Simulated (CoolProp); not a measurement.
Propylene along the isotherm 103.25 °C: density (kg/m³) from the reference equation and from simpler models built on Tc = 91.1 °C, pc = 45.55 bar, ω = 0.146; each cubic takes its own stable root.

Values from CoolProp's reference Helmholtz-energy equation of state, Lemmon 2013.

| p (bar) | phase | reference | Redlich-Kwong | Peng-Robinson |
|---|---|---|---|---|
| 19 | gas | 29.76 | 29.75 | 30.21 |
| 38 | gas | 75.87 | 75.76 | 78.21 |
| 56.9 | supercritical | 248.3 | 226.3 | 229.0 |
| 75.9 | supercritical | 352.1 | 305.6 | 330.1 |
| 94.9 | supercritical | 382.3 | 338.7 | 369.9 |
| 114 | supercritical | 401.4 | 361.3 | 396.5 |
| 133 | supercritical | 415.6 | 378.5 | 416.6 |
| 152 | supercritical | 427.0 | 392.7 | 433.0 |
| 171 | supercritical | 436.7 | 404.8 | 446.9 |
| 190 | supercritical | 445.1 | 415.3 | 459.0 |
| 209 | supercritical | 452.5 | 424.6 | 469.6 |
| 228 | supercritical | 459.2 | 433.1 | 479.2 |
